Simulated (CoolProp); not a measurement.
The fluid at 406.14 K and 0.774 MPa is throttled through a valve to 0.129 MPa with no heat exchange. The same conditions are run with several fluids, on thermodynamics alone (safety and materials aside).

Computed with CoolProp (reference Helmholtz-energy equation of state of each fluid (n-octane: Beckmüller 2019; decamethylcyclopentasiloxane (D5): Thol 2019; tetradecamethylhexasiloxane (MD4M): Thol 2019; n-decane: Lemmon 2006; benzene: Thol 2012)).

```
fluid                               temperature change (K)                       final phase  final density (kg/m³)
----------------------------------  ----------------------  --------------------------------  ---------------------
n-octane                                              +0.1                            liquid                    604
decamethylcyclopentasiloxane (D5)                     +0.2                            liquid                    837
tetradecamethylhexasiloxane (MD4M)                    +0.2                            liquid                    781
n-decane                                              +0.2                            liquid                    640
benzene                                              -44.9  two-phase, vapour fraction 0.234                   14.7
```
